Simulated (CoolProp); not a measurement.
n-perfluorohexane along the isotherm 450 K: Z from the reference equation and from simpler models built on Tc = 448.0 K, pc = 17.42 bar, ω = 0.497; each cubic takes its own stable root.

Computed with CoolProp (reference Helmholtz-energy equation of state, Gao 2022).

| p (bar) | phase | reference | van der Waals | Redlich-Kwong | Soave-Redlich-Kwong | Peng-Robinson |
|---|---|---|---|---|---|---|
| 2.9 | gas | 0.9401 | 0.9490 | 0.9419 | 0.9421 | 0.9359 |
| 5.81 | gas | 0.8738 | 0.8925 | 0.8784 | 0.8790 | 0.8668 |
| 8.71 | gas | 0.7991 | 0.8289 | 0.8080 | 0.8090 | 0.7913 |
| 11.6 | gas | 0.7117 | 0.7542 | 0.7268 | 0.7285 | 0.7058 |
| 14.5 | gas | 0.6001 | 0.6577 | 0.6244 | 0.6276 | 0.6007 |
| 17.4 | gas | 0.4105 | 0.4755 | 0.4451 | 0.4585 | 0.4304 |
| 20.3 | supercritical | 0.2007 | 0.3078 | 0.2634 | 0.2676 | 0.2433 |
| 23.2 | supercritical | 0.2125 | 0.3260 | 0.2741 | 0.2767 | 0.2504 |
| 26.1 | supercritical | 0.2294 | 0.3501 | 0.2913 | 0.2934 | 0.2650 |
